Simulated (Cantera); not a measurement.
Cantera with NASA thermochemical tables; ideal gases at 1 bar, condensed phases pure. Values are per mole of reaction as written; species without (g) are pure solids or liquids, kept so even where they would boil at 1 bar.

3 Pb + 2 NF3(g) = 2 N(g) + 3 PbF2, with ΔH° = -822.0 kJ and ΔS° = -70.1 J/K at 300 K.

### Question
How far is the shortcut ΔG° ≈ ΔH°(300 K) − T·ΔS°(300 K) from the full temperature-dependent value at 623, 673, 723, 773, 823, 873, 923, 973, 1023, 1073 K?

### Answer
```
T (K)  shortcut (kJ)  full (kJ)  difference (kJ)  difference in log10 K  condensed phases
-----  -------------  ---------  ---------------  ---------------------  ----------------
623           -778.4     -786.5              8.2                  -0.69    Pb(l), PbF2(s)
673           -774.9     -785.0             10.2                  -0.79    Pb(l), PbF2(s)
723           -771.4     -784.3             12.9                  -0.94    Pb(l), PbF2(s)
773           -767.9     -784.2             16.4                  -1.11    Pb(l), PbF2(s)
823           -764.3     -784.7             20.3                  -1.29    Pb(l), PbF2(s)
873           -760.8     -785.5             24.6                  -1.47    Pb(l), PbF2(s)
923           -757.3     -786.5             29.2                  -1.65    Pb(l), PbF2(s)
973           -753.8     -787.7             33.9                  -1.82    Pb(l), PbF2(s)
1023          -750.3     -789.1             38.7                  -1.98    Pb(l), PbF2(s)
1073          -746.8     -790.5             43.7                  -2.13    Pb(l), PbF2(s)
```
The shortcut ignores heat capacities and the phase changes listed.
